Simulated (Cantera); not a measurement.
Input: 1 mol CaO, 1.5 mol F2, held at 1027 °C and 0.180 bar.

Equilibrium computed with Cantera from the NASA thermochemical tables; the gas is ideal and each condensed phase is pure. Candidate condensed phases: Ca, CaF2, CaO; 13 gas species. Kinetics and transport are ignored.

### Question
What is the equilibrium state?

### Answer
```
Item                                 Result
--------------------------------  ---------
x(F)                                  0.581
x(O2)                                 0.355
x(F2)                                0.0639
x(FO2)                              4.32e-5
x(FO)                               3.14e-5
x(F2O)                              1.60e-6
n(CaF2(s))                         1.00 mol
gas amount                        1.410 mol
log10 activity of Ca(l) (absent)     -38.52
```
